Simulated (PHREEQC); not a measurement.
Make-up at 5 °C: 0.0013 mol/kgw HF, 0.0038 mol/kgw NaF, 0.00038 mol/kgw H2SiF6 and 0.28 mol/kgw H2SO4. Closed to the air; pH follows from the charge balance.

Equilibrium calculation in PHREEQC: ion-association model, phreeqc.dat.

No solid was allowed to form.

Problem. Predict the pH.

Solution. pH 0.60.

Problem. In which forms is Na present?

Solution. Na+ 95 %, NaSO4- 4.5 % of the Na.

Complexes and solids missing from the database can't appear. Constants without temperature data keep their 25 °C values here. SiF6-2 is the database's only silicon fluoride.
